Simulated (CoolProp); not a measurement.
Vapour pressure (kPa) of R1234yf: the reference equation beside estimates from Tc = 94.7 °C, pc = 3384 kPa, ω = 0.276. Clausius-Clapeyron is anchored at -56.65 °C with a constant enthalpy of vaporisation of 22.20 kJ/mol.

The numbers come from the reference Helmholtz-energy equation of state, Lemmon 2022 in CoolProp.

```json
[
 {"T (°C)": "-65.35", "reference": "15.10", "Lee-Kesler": "14.52", "Clausius-Clapeyron": "15.31", "Peng-Robinson": "15.32"},
 {"T (°C)": "-56.65", "reference": "25.66", "Lee-Kesler": "24.90", "Clausius-Clapeyron": "25.66", "Peng-Robinson": "25.87"},
 {"T (°C)": "-47.85", "reference": "41.76", "Lee-Kesler": "40.87", "Clausius-Clapeyron": "41.53", "Peng-Robinson": "41.92"},
 {"T (°C)": "-39.15", "reference": "64.82", "Lee-Kesler": "63.91", "Clausius-Clapeyron": "64.53", "Peng-Robinson": "64.86"},
 {"T (°C)": "-30.35", "reference": "97.41", "Lee-Kesler": "96.69", "Clausius-Clapeyron": "97.58", "Peng-Robinson": "97.27"},
 {"T (°C)": "-21.65", "reference": "141.1", "Lee-Kesler": "140.8", "Clausius-Clapeyron": "142.7", "Peng-Robinson": "140.7"},
 {"T (°C)": "-12.85", "reference": "199.4", "Lee-Kesler": "199.8", "Clausius-Clapeyron": "204.4", "Peng-Robinson": "198.8"},
 {"T (°C)": "-4.15", "reference": "273.7", "Lee-Kesler": "275.1", "Clausius-Clapeyron": "284.8", "Peng-Robinson": "272.9"},
 {"T (°C)": "4.65", "reference": "368.8", "Lee-Kesler": "371.4", "Clausius-Clapeyron": "390.0", "Peng-Robinson": "367.9"},
 {"T (°C)": "13.35", "reference": "485.4", "Lee-Kesler": "489.3", "Clausius-Clapeyron": "522.2", "Peng-Robinson": "484.8"},
 {"T (°C)": "22.15", "reference": "629.7", "Lee-Kesler": "634.8", "Clausius-Clapeyron": "689.3", "Peng-Robinson": "629.7"}
]
```

Absolute difference from the reference over all 11 rows, mean and median: Lee-Kesler 1.3 and 0.8 %, Clausius-Clapeyron 3.0 and 1.4 %, Peng-Robinson 0.4 and 0.3 %.
